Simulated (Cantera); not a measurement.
Mixture: CH4 : C2H6 : C3H8 : O2 : N2 = 1 : 0.04 : 0.78 : 13.4 : 50.5 (molar parts), at 10.0 bar, adiabatic and at constant volume. Ignition delay is the time to a rise of 400 K.

Computed with Cantera and GRI-Mech 3.0 (53 species, 325 reactions). GRI-Mech 3.0 was tuned for natural gas; its chemistry of propane as a main component is partial and can be far from experiment.

**Question.** What does this change do: C3H8 0.78 to 1.8 parts?

**Answer.** 
```json
[
 {"quantity": "delay at 1000 K", "before": "42.6 ms", "after": "54.3 ms"},
 {"quantity": "delay at 1100 K", "before": "7.42 ms", "after": "9.07 ms"},
 {"quantity": "delay at 1200 K", "before": "1.39 ms", "after": "1.55 ms"},
 {"quantity": "delay at 1300 K", "before": "0.285 ms", "after": "0.291 ms"},
 {"quantity": "delay at 1400 K", "before": "71.0 µs", "after": "67.3 µs"},
 {"quantity": "delay at 1500 K", "before": "22.5 µs", "after": "20.2 µs"},
 {"quantity": "delay at 1600 K", "before": "9.00 µs", "after": "7.78 µs"},
 {"quantity": "apparent activation energy between 1400 and 1600 K", "before": "190 kJ/mol", "after": "200 kJ/mol"}
]
```

**Question.** What does this change do: pressure from 10.0 bar to 0.480 bar?

**Answer.** 
```
quantity                                                before       after
--------------------------------------------------  ----------  ----------
delay at 1000 K                                        42.6 ms     0.710 s
delay at 1100 K                                        7.42 ms     68.6 ms
delay at 1200 K                                        1.39 ms     7.98 ms
delay at 1300 K                                       0.285 ms     1.36 ms
delay at 1400 K                                        71.0 µs    0.353 ms
delay at 1500 K                                        22.5 µs    0.133 ms
delay at 1600 K                                        9.00 µs     65.5 µs
apparent activation energy between 1400 and 1600 K  190 kJ/mol  160 kJ/mol
```

**Question.** What does this change do: pressure from 10.0 bar to 1.00 bar?

**Answer.** 
```tsv
quantity	before	after
delay at 1000 K	42.6 ms	0.401 s
delay at 1100 K	7.42 ms	45.5 ms
delay at 1200 K	1.39 ms	5.68 ms
delay at 1300 K	0.285 ms	0.955 ms
delay at 1400 K	71.0 µs	0.234 ms
delay at 1500 K	22.5 µs	82.1 µs
delay at 1600 K	9.00 µs	38.0 µs
apparent activation energy between 1400 and 1600 K	190 kJ/mol	170 kJ/mol
```
